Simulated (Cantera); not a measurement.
A perfectly stirred reactor is fed with 1.49 % CO, 5.22 % O2, 0.0513 % H2O, 93.2 % N2, at 2.00 bar; it is held at 1223 K, and followed from long to short residence time.

Cantera simulation using GRI-Mech 3.0 (53 species, 325 reactions); the numbers are that mechanism's predictions, not measurements.

One state of this run: x CO = 0.0105; x O2 = 0.0500; x H2O = 0.000501; x O = 0.000151; x HO2 = 3.84e-6; x CO2 = 0.00444. x: mole fraction; the columns are a selection and need not sum to one.

Q: Which value of τ (s) does it belong to?
A) 0.67
B) 0.0058
C) 0.019
D) 0.0018

A: B, 0.0058
